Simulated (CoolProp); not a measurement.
Aqueous sodium chloride as a coolant, at 38 °C, 1 atm.

Computed with CoolProp (Melinder's fits for secondary coolants).

```
mass %  freezing point (°C)  Prandtl number  conductivity (W/(m K))  density (kg/m³)  viscosity (mPa s)
------  -------------------  --------------  ----------------------  ---------------  -----------------
5.5                    -3.4            4.77                   0.622             1031              0.756
6.6                    -4.1            4.83                   0.621             1039              0.773
7.7                    -4.9            4.90                   0.619             1047              0.791
8.8                    -5.7            4.96                   0.618             1055              0.809
9.9                    -6.5            5.03                   0.617             1062              0.829
11                     -7.3            5.11                   0.616             1071              0.849
12.1                   -8.3            5.19                   0.615             1079              0.870
13.2                   -9.2            5.28                   0.614             1087              0.893
14.3                  -10.2            5.37                   0.613             1095              0.917
15.4                  -11.3            5.48                   0.612             1103              0.943
16.4                  -12.3            5.59                   0.611             1111              0.968
17.5                  -13.5            5.72                   0.609             1119              0.999
```
